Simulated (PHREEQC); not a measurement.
Solution (20 °C): 3.3e-05 mol Ca(HCO3)2, 0.84 mol NaHCO3 and 0.13 mol KCl per kg of water. Closed to the air; pH follows from the charge balance.

All values are PHREEQC results (ion-association model, wateq4f.dat), not measurements.

Precipitation was switched off in this run.

Question: Estimate the pH.

Answer: pH 7.74.

Question: In which forms is C present?

Answer: HCO3- 83 %, NaHCO3 13 %, CO2 2.1 %, NaCO3- 1.4 %, CO3-2 0.6 % of the C.

Ionic strength above about 0.7 mol/kgw puts this run outside the model's range.
